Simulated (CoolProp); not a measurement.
Vapour-liquid equilibrium of p-xylene (1) + n-decane (2) at 339.6 K; x and y are mole fractions of (1).

The numbers come from the multi-fluid Helmholtz-energy mixture model, Zhou 2012 and Lemmon 2006; pair parameters Bell 2016 in CoolProp.

### Question
Give the bubble pressure and the first vapour's composition at x = 0.5, 0.8, 0.95. Is there an azeotrope?

### Answer
x = 0.5: 0.005826 MPa, y = 0.808; x = 0.8: 0.007767 MPa, y = 0.938; x = 0.95: 0.008738 MPa, y = 0.986. No azeotrope shows between x = 0.05 and 0.95.

The pair parameters rest on a limited set of measurements; away from them the model extrapolates.
